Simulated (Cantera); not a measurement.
A closed system holds: 1 mol Cu, 0.4 mol CO2, 6.6 mol CO, equilibrated at 1.00 Torr.

Cantera equilibrium calculation (NASA polynomials, part measured and part estimated; ideal gas, pure solids and liquids). Candidate condensed phases: C, Cu, CuO, Cu2O; 15 gas species. Equilibrium is a limit: real reactors are often held back by kinetics, nucleation or transport.

Problem. At 1850 K, list the 4 most abundant gas species with their mole fractions, and the condensed phases.

Solution. CO 0.825, Cu 0.125, CO2 0.0500, Cu2 5.18e-5. Condensed: gas only.
